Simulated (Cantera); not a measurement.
Standard-state values (1 bar) from the NASA 1993 polynomials, evaluated with Cantera. Values are per mole of reaction as written; species without (g) are pure solids or liquids, kept so even where they would boil at 1 bar.

### Question
Between 2223 and 2623 K, where is each reaction favourable under standard conditions?
- 4 F(g) + 2 CaO → O₂(g) + 2 CaF₂

### Answer
- 4 F(g) + 2 CaO → O₂(g) + 2 CaF₂: ΔG° is -730 kJ at 2223 K and -616 kJ at 2623 K; it stays negative (K > 1). ΔH° is -1354 kJ and ΔS° -282 J/K at 2623 K.
